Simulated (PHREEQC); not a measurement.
A made-up water analysis in mmol/kgw, 22 °C, pH 6.28, pe 8.9: Na 0.526; K 0.0142; Ca 0.133; Mg 0.562; Cl 1.2; S(6) 0.212; Alkalinity (meq/kgw) 0.258; Sr 0.000338; Ni 0.000588.

Valence states are taken as typed.

The numbers come from PHREEQC with the ion-association model, wateq4f.dat.

This is a speciation only: nothing precipitates in the calculation.

Task: Order these S species by the share of S that they hold, largest first: MgSO4, SO4-2, CaSO4, NaSO4-.

Result: SO4-2 (91 %), MgSO4 (6.9 %), CaSO4 (1.5 %), NaSO4- (0.19 %)

The pH is 6.28 and the ionic strength 0.00274 mol/kgw. The database's nickel carbonate constants are estimates that later reviews lower a good deal.
